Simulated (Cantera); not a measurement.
An isothermal, constant-pressure homogeneous reactor starts with 2.86 % CH₄, 97.1 % N₂, at 1923 K and 19.5 Torr.

Computed with Cantera and GRI-Mech 3.0 (53 species, 325 reactions). GRI-Mech 3.0 stops at C3 and has no aromatics, soot or wall deposition, so with more carbon than oxygen in the feed, carbon stays in small species such as C2H2 where larger ones or solid carbon would form. Radical loss at walls, strong at low pressure, is not modelled.

x: mole fraction; the columns are a selection and need not sum to one.

```
t (s)        x CH₄    x C₂H₄    x CH₂       x CH₃     x HCN      x H₂    x C₂H₂
--------  --------  --------  -------  ----------  --------  --------  --------
0.000200    0.0285   2.42e-8  1.12e-8  (withheld)  3.81e-12   2.66e-5  2.28e-10
0.000752    0.0283   1.71e-6  1.28e-7  (withheld)  1.04e-10  0.000114   6.68e-8
0.00283     0.0275   8.65e-5  1.22e-6  (withheld)   5.08e-9  0.000628   1.43e-5
0.0106      0.0198   0.00140  6.83e-6  (withheld)   7.30e-7   0.00954   0.00193
0.0400     0.00460  0.000149  5.02e-6  (withheld)   1.40e-5    0.0340    0.0112
0.150     0.000492   3.64e-6  1.71e-6  (withheld)   5.34e-5    0.0406    0.0136
0.566      3.26e-5   1.94e-7  2.75e-7  (withheld)  0.000116    0.0412    0.0138
2.13       4.06e-7   1.57e-7  6.64e-9  (withheld)  0.000144    0.0411    0.0138
8.00       1.04e-7   1.54e-7  2.14e-9  (withheld)  0.000145    0.0410    0.0138
```

Q: What belongs in the gaps?

A: 
- 0.000200, x CH₃: 5.71e-5
- 0.000752, x CH₃: 0.000225
- 0.00283, x CH₃: 0.000826
- 0.0106, x CH₃: 0.00190
- 0.0400, x CH₃: 0.000681
- 0.150, x CH₃: 0.000120
- 0.566, x CH₃: 1.21e-5
- 2.13, x CH₃: 2.09e-7
- 8.00, x CH₃: 5.98e-8
